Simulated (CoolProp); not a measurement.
A single-stage vapour-compression cycle with ammonia: evaporating at 284.15 K (dew point), condensing at 305.15 K (bubble point), superheat 8 K, subcooling 8 K, compressor efficiency 0.65, no pressure losses. Each further row changes one setting.

The numbers come from the reference Helmholtz-energy equation of state, Gao 2020 in CoolProp.

| case | cooling COP | pressure ratio | discharge temperature (K) | refrigerating effect (kJ/kg) | volumetric capacity (kJ/m³) |
|---|---|---|---|---|---|
| as stated | 8.15 | 1.94 | 359.1 | 1180 | 5720 |
| evaporating temperature 289.15 K | 11.1 | 1.64 | [?] | [?] | 6740 |
| condensing temperature 300.15 K | [?] | [?] | 343.1 | 1210 | 5830 |
| subcooling 13 K | 8.32 | 1.94 | 359.1 | 1210 | 5830 |
| superheat 18 K | [?] | 1.94 | [?] | 1210 | [?] |
| compressor efficiency 0.55 | 6.90 | 1.94 | 369.4 | 1180 | 5720 |

Task: Fill in the missing entries.

Result: 
- evaporating temperature 289.15 K, discharge temperature (K): 346.5
- evaporating temperature 289.15 K, refrigerating effect (kJ/kg): 1190
- condensing temperature 300.15 K, cooling COP: 10.9
- condensing temperature 300.15 K, pressure ratio: 1.68
- superheat 18 K, cooling COP: 7.97
- superheat 18 K, discharge temperature (K): 372.2
- superheat 18 K, volumetric capacity (kJ/m³): 5590
